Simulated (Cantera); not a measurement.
What does this Cantera script print?

```python
import numpy as np
import cantera as ct

gas = ct.Solution("h2o2.yaml")
gas.TPX = 900, 280, {'H2': 0.46, 'O2': 1}
reactor = ct.IdealGasConstPressureReactor(gas, energy="off", clone=False)
net = ct.ReactorNet([reactor])
net.rtol, net.atol = 1e-08, 1e-18
show = ['H2', 'O2', 'H', 'OH', 'H2O2', 'O']
times = np.geomspace(7e-06, 200, 10)

steps = ct.SolutionArray(gas, extra=["t"])
rows = []
print(f"{'t/s':>10s}{'T/K':>9s}{'P/Pa':>11s}" + "".join(f"{s:>11s}" for s in show))
for t in times:
    while net.time < t:
        t_next = net.step()
        steps.append(gas.state, t=t_next)
    rows.append([np.interp(t, steps.t, y) for y in (steps.T, steps.P, *steps(*show).X.T)])
    print(f"{t:10.3e}{rows[-1][0]:9.1f}{rows[-1][1]:11.4g}" + "".join(f"{x:11.3e}" for x in rows[-1][2:]))
rate = np.gradient(steps.T, steps.t)
print("integrator steps:", len(steps.t))
if steps.T.max() > steps.T[0] + 200:
    print(f"time of steepest temperature rise: {steps.t[rate.argmax()]:.4e} s")
gas.TPX = 900, 280, {'H2': 0.46, 'O2': 1}
gas.equilibrate("TP")
print(f"equilibrium (TP): T = {gas.T:.1f} K  " + "  ".join(f"{s} {gas[s].X[0]:.3e}" for s in show))
```

Result:

```
       t/s      T/K       P/Pa         H2         O2          H         OH       H2O2          O
 7.000e-06    900.0        280  3.151e-01  6.849e-01  1.465e-13  2.647e-16  9.245e-20  2.706e-16
 4.716e-05    900.0        280  3.151e-01  6.849e-01  9.787e-13  1.050e-14  4.164e-18  1.190e-14
 3.177e-04    900.0        280  3.151e-01  6.849e-01  6.532e-12  2.570e-13  1.857e-16  4.678e-13
 2.140e-03    900.0        280  3.151e-01  6.849e-01  7.046e-11  4.897e-12  8.461e-15  1.608e-11
 1.442e-02    900.0        280  3.151e-01  6.849e-01  2.321e-07  1.747e-08  9.175e-13  6.158e-08
 9.711e-02    900.0        280  1.112e-02  5.979e-01  5.918e-02  2.896e-03  6.917e-08  1.965e-02
 6.542e-01    900.0        280  1.357e-04  6.258e-01  3.812e-05  2.143e-04  1.068e-07  1.789e-04
 4.407e+00    900.0        280  2.064e-06  6.260e-01  1.063e-07  3.056e-05  2.191e-08  3.543e-06
 2.969e+01    900.0        280  1.018e-07  6.260e-01  1.990e-09  8.147e-06  5.122e-09  2.521e-07
 2.000e+02    900.0        280  1.025e-08  6.260e-01  7.494e-11  2.729e-06  1.303e-09  2.844e-08
integrator steps: 2218
equilibrium (TP): T = 900.0 K  H2 2.876e-11  O2 6.260e-01  H 1.193e-14  OH 1.454e-07  H2O2 1.066e-11  O 8.104e-11
```

Computed with Cantera and the H2/O2 subset of GRI-Mech 3.0, which has no nitrogen chemistry. Radical loss at walls, strong at low pressure, is not modelled. Below about 950 K walls govern HO2 and H2O2 in real vessels. The temperature is held fixed by assumption; the heat of reaction is taken as removed at once.
